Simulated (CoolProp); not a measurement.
Saturation properties of C3F8 (R218).

Computed with CoolProp (reference Helmholtz-energy equation of state, Lemmon 2006). It is a short technical equation, of lower accuracy than the large ones.

```json
[
 {"T (K)": "223", "p (bar)": "0.5303", "liquid density (kg/m³)": "1663", "liquid cp (kJ/(kg K))": "0.9462", "vapour Z": "0.9656", "liquid conductivity (mW/(m K))": "65.6"},
 {"T (K)": "227", "p (bar)": "0.6498", "liquid density (kg/m³)": "1648", "liquid cp (kJ/(kg K))": "0.9546", "vapour Z": "0.9605", "liquid conductivity (mW/(m K))": "64.5"},
 {"T (K)": "231.1", "p (bar)": "0.7935", "liquid density (kg/m³)": "1632", "liquid cp (kJ/(kg K))": "0.9634", "vapour Z": "0.9548", "liquid conductivity (mW/(m K))": "63.5"},
 {"T (K)": "235.2", "p (bar)": "0.9611", "liquid density (kg/m³)": "1616", "liquid cp (kJ/(kg K))": "0.9725", "vapour Z": "0.9486", "liquid conductivity (mW/(m K))": "62.3"},
 {"T (K)": "239.3", "p (bar)": "1.155", "liquid density (kg/m³)": "1600", "liquid cp (kJ/(kg K))": "0.9817", "vapour Z": "0.9418", "liquid conductivity (mW/(m K))": "?"},
 {"T (K)": "243.3", "p (bar)": "1.373", "liquid density (kg/m³)": "1584", "liquid cp (kJ/(kg K))": "0.9911", "vapour Z": "0.9346", "liquid conductivity (mW/(m K))": "60.1"},
 {"T (K)": "247.4", "p (bar)": "1.627", "liquid density (kg/m³)": "1567", "liquid cp (kJ/(kg K))": "?", "vapour Z": "0.9267", "liquid conductivity (mW/(m K))": "59.0"},
 {"T (K)": "251.5", "p (bar)": "1.916", "liquid density (kg/m³)": "1550", "liquid cp (kJ/(kg K))": "1.011", "vapour Z": "0.9182", "liquid conductivity (mW/(m K))": "57.9"},
 {"T (K)": "255.6", "p (bar)": "2.243", "liquid density (kg/m³)": "1533", "liquid cp (kJ/(kg K))": "1.022", "vapour Z": "?", "liquid conductivity (mW/(m K))": "?"},
 {"T (K)": "259.6", "p (bar)": "?", "liquid density (kg/m³)": "1516", "liquid cp (kJ/(kg K))": "1.032", "vapour Z": "0.8994", "liquid conductivity (mW/(m K))": "55.7"},
 {"T (K)": "263.7", "p (bar)": "3.012", "liquid density (kg/m³)": "?", "liquid cp (kJ/(kg K))": "1.044", "vapour Z": "0.8889", "liquid conductivity (mW/(m K))": "54.6"},
 {"T (K)": "267.8", "p (bar)": "3.470", "liquid density (kg/m³)": "1479", "liquid cp (kJ/(kg K))": "1.056", "vapour Z": "0.8776", "liquid conductivity (mW/(m K))": "53.4"},
 {"T (K)": "271.9", "p (bar)": "3.979", "liquid density (kg/m³)": "1461", "liquid cp (kJ/(kg K))": "1.069", "vapour Z": "0.8657", "liquid conductivity (mW/(m K))": "52.3"}
]
```

Task: Some entries are withheld; supply them.

Result: 
- 239.3, liquid conductivity (mW/(m K)): 61.2
- 247.4, liquid cp (kJ/(kg K)): 1.001
- 255.6, vapour Z: 0.9090
- 255.6, liquid conductivity (mW/(m K)): 56.8
- 259.6, p (bar): 2.601
- 263.7, liquid density (kg/m³): 1498

It boils at 236.4 K under 1 atm.

Thermal conductivity comes from a separate model (Huber 2003), an estimate that may be off by 10 % or more.
